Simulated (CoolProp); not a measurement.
Computed with CoolProp (reference Helmholtz-energy equation of state, Lemmon 2006). It is a short technical equation, of lower accuracy than the large ones.

Task: For carbon monoxide, give the phase and the density (kg/m³), cp (kJ/(kg K)) at 194.8 K and 4.77 MPa; 194.8 K and 7.95 MPa.

Result: 
- 194.8 K and 4.77 MPa: supercritical; density 94.5, cp 1.37
- 194.8 K and 7.95 MPa: supercritical; density 170, cp 1.67
